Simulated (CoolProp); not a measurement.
Values from CoolProp's reference Helmholtz-energy equation of state, Gao 2022.

Q: Give the vapour pressure (MPa), liquid density (kg/m³), enthalpy of vaporisation (kJ/kg), liquid cp (kJ/(kg K)) of saturated n-perfluorohexane at 289.2 K.

A: 
| T (K) | p (MPa) | liquid density (kg/m³) | enthalpy of vaporisation (kJ/kg) | liquid cp (kJ/(kg K)) |
|---|---|---|---|---|
| 289.2 | 0.0196 | 1700 | 95.4 | 1.03 |
